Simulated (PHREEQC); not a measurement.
Dissolve 3.4 mmol/kgw NH4F and 52 mmol/kgw H2SO4 at 25 °C. Closed to the air; pH follows from the charge balance.

The numbers come from PHREEQC with the ion-association model, phreeqc.dat.

**Question.** The ionic strength comes out as 0.0809 mol/kgw. What activity coefficients do SO4-2, NH4+, NH4SO4-, HSO4-, F- get?

**Answer.** SO4-2 0.40, NH4+ 0.76, NH4SO4- 0.79, HSO4- 0.79, F- 0.78.

This is a speciation only: nothing precipitates in the calculation. Species that the database lacks are ignored.
